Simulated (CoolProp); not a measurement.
Fluorine along the isobar 0.601 MPa: density (kg/m³) from the reference equation and from simpler models built on Tc = 144.4 K, pc = 5.240 MPa, ω = 0.045; each cubic takes its own stable root.

Computed with CoolProp (reference Helmholtz-energy equation of state, de Reuck 1990).

```csv
T (K),phase,reference,Redlich-Kwong,Soave-Redlich-Kwong,Peng-Robinson
67,liquid,1622,1650,1632,1835
75.7,liquid,1566,1591,1576,1775
84.5,liquid,1507,1524,1512,1707
93.2,liquid,1444,1449,1442,1630
101.9,liquid,1375,1365,1361,1540
110.7,gas,27.36,27.23,27.22,27.38
119.4,gas,24.79,24.75,24.76,24.89
128.2,gas,22.72,22.72,22.73,22.85
136.9,gas,21.03,21.05,21.06,21.16
145.6,gas,19.60,19.63,19.63,19.72
154.4,gas,18.36,18.39,18.39,18.47
163.1,gas,17.29,17.32,17.31,17.38
171.9,gas,16.34,16.36,16.35,16.42
```
